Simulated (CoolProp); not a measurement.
Vapour-liquid equilibrium of R125 (1) + dimethyl ether (2) at -80.65 °C; x and y are mole fractions of (1).

Model: multi-fluid Helmholtz-energy mixture model, Lemmon 2005 and Wu 2011; pair parameters Bell 2016, in CoolProp.

**Question.** Give the bubble pressure and the first vapour's composition at x = 0.05, 0.5, 0.65. Is there an azeotrope?

**Answer.** x = 0.05: 0.003952 MPa, y = 0.080; x = 0.5: 0.006718 MPa, y = 0.770; x = 0.65: 0.008772 MPa, y = 0.901. No azeotrope shows between x = 0.05 and 0.95.

Pair parameters are fitted to limited data, so mixtures are less certain than the pure fluids.
